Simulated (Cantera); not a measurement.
Thermodynamics of silicon etching in halogen gases, feed Si + HBr + N₂

Feed: 1 mol Si, 15 mol HBr, 2.3 mol N₂, equilibrated at 3200 Pa.

These are equilibrium values from Cantera (NASA tables, ideal gas, pure condensed phases), not measurements of a reactor. Candidate condensed phases: Br₂, Si, Si₃N₄; 28 gas species. The tables' values for SiBr₃ are old estimates; treat these amounts as uncertain. Equilibrium is a limit: real reactors are often held back by kinetics, nucleation or transport.

From 898 K to 1648 K nothing is condensed. The main Si-bearing gas is SiBr₄ at 898 K and SiBr₂ at 1648 K.

| T (K) | x HBr | x N₂ | x H₂ | x Br | x SiBr₄ | x SiBr₂ | x SiBr₃ | x Br₂ |
|---|---|---|---|---|---|---|---|---|
| 898 | 0.675 | 0.141 | 0.123 | 5.21e-6 | 0.0613 | 3.26e-8 | 1.84e-6 | 3.83e-7 |
| 973 | 0.675 | 0.141 | 0.123 | 2.50e-5 | 0.0613 | 5.85e-7 | 1.08e-5 | 1.17e-6 |
| 1048 | 0.675 | 0.141 | 0.123 | 9.58e-5 | 0.0612 | 6.86e-6 | 4.93e-5 | 3.04e-6 |
| 1123 | 0.675 | 0.141 | 0.123 | 0.000308 | 0.0610 | 5.73e-5 | 0.000182 | 6.96e-6 |
| 1198 | 0.675 | 0.141 | 0.122 | 0.000859 | 0.0602 | 0.000360 | 0.000561 | 1.45e-5 |
| 1273 | 0.675 | 0.141 | 0.121 | 0.00214 | 0.0577 | 0.00174 | 0.00146 | 2.79e-5 |
| 1348 | 0.679 | 0.140 | 0.116 | 0.00491 | 0.0512 | 0.00620 | 0.00307 | 5.19e-5 |
| 1423 | 0.685 | 0.138 | 0.107 | 0.0106 | 0.0391 | 0.0155 | 0.00494 | 9.56e-5 |
| 1498 | 0.687 | 0.135 | 0.0973 | 0.0214 | 0.0246 | 0.0280 | 0.00601 | 0.000168 |
| 1573 | 0.678 | 0.132 | 0.0927 | 0.0391 | 0.0125 | 0.0392 | 0.00573 | 0.000260 |
| 1648 | 0.654 | 0.130 | 0.0958 | 0.0635 | 0.00520 | 0.0466 | 0.00451 | 0.000343 |
x: gas mole fraction; nothing condenses.
